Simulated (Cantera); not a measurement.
A Cantera script and its output.

```python
import numpy as np
import cantera as ct

gas = ct.Solution("gri30.yaml", transport_model="multicomponent")
show = ['C2H2', 'CH3', 'H2']

rows = []
print(f"{'T/K':>7s}{'rho':>11s}{'cp':>10s}{'mu':>11s}{'lambda':>11s}{'Pr':>7s}" + "".join(f"{'D_' + s:>11s}" for s in show))
for T in [400, 650, 900, 1150, 1400, 1650, 1900, 2150]:
    gas.TPX = T, 500000, {'N2O': 0.87}
    Pr = gas.cp_mass * gas.viscosity / gas.thermal_conductivity
    D = [gas.mix_diff_coeffs_mole[gas.species_index(s)] for s in show]
    rows.append([gas.density, gas.cp_mass, gas.viscosity, gas.thermal_conductivity, Pr, *D])
    print(f"{T:7g}{gas.density:11.4e}{gas.cp_mass:10.1f}{gas.viscosity:11.4e}"
          f"{gas.thermal_conductivity:11.4e}{Pr:7.3f}" + "".join(f"{d:11.4e}" for d in D))
print("SI units: kg/m3, J/kg/K, Pa s, W/m/K, m2/s")
```

Result:

```
    T/K        rho        cp         mu     lambda     Pr     D_C2H2      D_CH3       D_H2
    400 6.6169e+00     970.3 1.9459e-05 2.5299e-02  0.746 4.2611e-06 5.9313e-06 2.1857e-05
    650 4.0720e+00    1126.8 2.9093e-05 4.4078e-02  0.744 1.0287e-05 1.4087e-05 4.9898e-05
    900 2.9409e+00    1226.6 3.7113e-05 6.1443e-02  0.741 1.8173e-05 2.4697e-05 8.6067e-05
   1150 2.3015e+00    1285.1 4.4145e-05 7.6847e-02  0.738 2.7669e-05 3.7447e-05 1.2946e-04
   1400 1.8906e+00    1326.8 5.0510e-05 9.1048e-02  0.736 3.8619e-05 5.2142e-05 1.7947e-04
   1650 1.6041e+00    1359.1 5.6394e-05 1.0437e-01  0.734 5.0916e-05 6.8645e-05 2.3568e-04
   1900 1.3930e+00    1383.6 6.1915e-05 1.1688e-01  0.733 6.4484e-05 8.6855e-05 2.9773e-04
   2150 1.2311e+00    1402.0 6.7153e-05 1.2866e-01  0.732 7.9264e-05 1.0669e-04 3.6536e-04
SI units: kg/m3, J/kg/K, Pa s, W/m/K, m2/s
```

Detailed kinetics in Cantera: GRI-Mech 3.0 (53 species, 325 reactions). The composition is frozen, though it would react at the higher temperatures.
